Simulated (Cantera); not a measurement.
An isothermal, constant-pressure homogeneous reactor starts with H2 : O2 : N2 = 0.16 : 1 : 1.3 (molar parts), at 1073 K and 13300 Pa.

Detailed kinetics in Cantera: GRI-Mech 3.0 (53 species, 325 reactions). The temperature is held fixed by assumption; the heat of reaction is taken as removed at once.

x: mole fraction; the columns are a selection and need not sum to one.

```csv
t (s),x H2,x O2,x NO2,x H2O,x N2O
5.00e-6,0.0650,0.407,<1e-12,2.23e-12,<1e-12
1.80e-5,0.0650,0.407,<1e-12,7.14e-11,<1e-12
6.46e-5,0.0650,0.407,<1e-12,2.29e-9,<1e-12
0.000232,0.0650,0.407,<1e-12,8.68e-7,<1e-12
0.000834,0.00469,0.381,6.56e-11,0.0565,6.57e-9
0.00300,0.000192,0.386,2.05e-9,0.0668,1.70e-8
0.0108,1.72e-5,0.387,7.25e-9,0.0672,1.93e-8
0.0387,1.32e-6,0.387,9.46e-9,0.0672,2.00e-8
0.139,9.38e-8,0.387,7.65e-9,0.0672,2.04e-8
0.500,[?],0.387,[?],0.0672,2.06e-8
1.80,3.03e-9,0.387,2.77e-9,0.0672,2.07e-8
6.46,7.83e-10,0.387,2.67e-9,0.0672,2.05e-8
23.2,2.71e-10,0.387,5.20e-9,0.0672,1.95e-8
83.5,2.00e-10,0.387,7.17e-9,0.0672,[?]
300,1.99e-10,0.387,7.21e-9,0.0672,7.97e-9
```

### Question
What belongs in the gaps?

### Answer

- 0.500, x H2: 1.36e-8
- 0.500, x NO2: 4.72e-9
- 83.5, x N2O: 1.59e-8
